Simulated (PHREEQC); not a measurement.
**Hard or scaling water (model solution)**

Consider water at 25 °C with 0.00016 mol/kgw Ca(HCO3)2, 0.00045 mol/kgw NaF and 1.3e-06 mol/kgw H4SiO4. Closed to the air; pH follows from the charge balance.

Equilibrium calculation in PHREEQC: ion-association model, phreeqc.dat.

This is a speciation only: nothing precipitates in the calculation.

Question: Estimate the pH, ionic strength.

Answer: pH 8.18; ionic strength 0.000930 mol/kgw.

Question: In which forms is C present?

Answer: HCO3- 97 %, CO2 1.4 %, CO3-2 0.8 % of the C.

SiF6-2 is the database's only silicon fluoride.
